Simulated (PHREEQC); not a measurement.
Synthetic water in mmol/kgw, 20 °C, pH 7.16, pe -1.4: Na 5.12; K 9.55; Ca 2.43; Mg 0.342; Cl 3.15; S(6) 5.35; Alkalinity (meq/kgw) 6.32; Br 0.103.

Valence states are taken as typed.

The numbers come from PHREEQC with the ion-association model, phreeqc.dat.

```yaml
ionic_strength: 0.0256 mol/kgw
specific_conductance: 1890 µS/cm
charge_balance_error: -0.2 %
```

```json
[
 {"species": "K+", "molality": "0.00940", "activity": "0.00804", "log γ": "-0.068"},
 {"species": "HCO3-", "molality": "0.00620", "activity": "0.00536", "log γ": "-0.063"},
 {"species": "Na+", "molality": "0.00504", "activity": "0.00435", "log γ": "-0.065"},
 {"species": "SO4-2", "molality": "0.00460", "activity": "0.00254", "log γ": "-0.257"},
 {"species": "Cl-", "molality": "0.00315", "activity": "0.00270", "log γ": "-0.068"},
 {"species": "Ca+2", "molality": "0.00189", "activity": "0.00106", "log γ": "-0.252"},
 {"species": "CO2", "molality": "0.000888", "activity": "0.000894", "log γ": "0.003"},
 {"species": "CaSO4", "molality": "0.000458", "activity": "0.000461", "log γ": "0.003"},
 {"species": "Mg+2", "molality": "0.000256", "activity": "0.000145", "log γ": "-0.246"},
 {"species": "KSO4-", "molality": "0.000152", "activity": "0.000131", "log γ": "-0.063"},
 {"species": "Br-", "molality": "0.000103", "activity": "8.77e-5", "log γ": "-0.070"}
]
```

No solid was allowed to form.
